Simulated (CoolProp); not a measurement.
A single-stage vapour-compression cycle with n-perfluoropentane: evaporating at 301.15 K (dew point), condensing at 358.15 K (bubble point), superheat 5 K, subcooling 8 K, compressor efficiency 0.7, no pressure losses. Each further row changes one setting.

Computed with CoolProp (reference Helmholtz-energy equation of state, Gao 2022).

```
case                              cooling COP  pressure ratio  discharge temperature (K)  refrigerating effect (kJ/kg)  volumetric capacity (kJ/m³)
--------------------------------  -----------  --------------  -------------------------  ----------------------------  ---------------------------
as stated                                2.25            5.59                      358.2                          41.0                          472
evaporating temperature 306.15 K         2.71            4.66                      358.2                          44.8                          614
condensing temperature 353.15 K          2.72            4.93                      353.2                          46.8                          538
subcooling 13 K                          2.57            5.59                      358.2                          46.8                          538
superheat 15 K                           2.47            5.59                      358.2                          49.4                          547
compressor efficiency 0.6                1.93            5.59                      358.2                          41.0                          472
```

The compression ends wet for: as stated; evaporating temperature 306.15 K; condensing temperature 353.15 K; subcooling 13 K; superheat 15 K; compressor efficiency 0.6.
